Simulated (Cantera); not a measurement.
Feed: 1 mol CH₃Cl, 0.73 mol H₂, equilibrated at 1025 K and 1330 Pa.

Cantera equilibrium calculation (NASA polynomials, part measured and part estimated; ideal gas, pure solids and liquids). Candidate condensed phases: C, C₆H₆, C₇H₈, C₈H₁₈; 91 gas species. Rates play no part.

Base state: H₂ 0.633, HCl 0.366, CH₄ 0.000393 (mole fractions); condensed: C(graphite).

What changes in the equilibrium state with this change: CH₃Cl replaced by CH₃F?


| species | before | after |
|---|---|---|
| H₂ | 0.633 | 0.633 |
| HF | 0 | 0.366 |
| CH₄ | 0.000393 | 0.000393 |
| HCl | 0.366 | 0 |
| C(graphite), mol | 0.999 | 0.999 |
